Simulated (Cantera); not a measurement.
A closed system holds: 1 mol Al, 14 mol O2, 610 mol H2, 0.87 mol N2, held at 1648.15 K and 0.00133 bar.

These are equilibrium values from Cantera (NASA tables, ideal gas, pure condensed phases), not measurements of a reactor. Candidate condensed phases: Al, AlN, Al2O3, H2O; 35 gas species. The numbers say what is thermodynamically allowed, not how fast it happens.

Base state: H2 0.953, H2O 0.0433, H 0.00238, N2 0.00142 (mole fractions); condensed: Al2O3(s).

Task: What changes in the equilibrium state with this change: Al replaced by AlCl3?

Result: 
```csv
species,before,after
H2,0.953,0.948
H2O,0.0433,0.0432
HCl,0,0.00488
H,0.00238,0.00238
N2,0.00142,0.00142
"Al2O3(s), mol",0.500,0.500
```
Further candidate phases: AlCl3, NH4Cl.
